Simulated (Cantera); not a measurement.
Input: 1 mol Ti, 1.2 mol H2O, 4.4 mol H2, at 1302 °C and 0.0450 bar.

Method: chemical equilibrium by Gibbs-energy minimisation in Cantera with the NASA 1993 tables (ideal gas, pure condensed phases). Candidate condensed phases: H2O, Ti, TiO, TiO2, Ti2O3, Ti3O5, Ti4O7; 12 gas species. Mutual solubility and eutectic melting of coexisting phases are not modelled. TiO: taken at fixed stoichiometry. Kinetics and transport are ignored.

### Question
What is the equilibrium state?

### Answer
| Quantity | Result |
|---|---|
| x(H2) | 1.000 |
| x(H) | 0.000196 |
| x(H2O) | 1.59e-5 |
| n(TiO(s)) | 0.600 mol |
| n(Ti2O3(s)) | 0.200 mol |
| gas amount | 5.601 mol |
| log10 activity of Ti3O5(s) (absent) | -0.76 |
| log10 activity of Ti4O7(s) (absent) | -1.92 |
| log10 activity of Ti(β) (absent) | -2.98 |
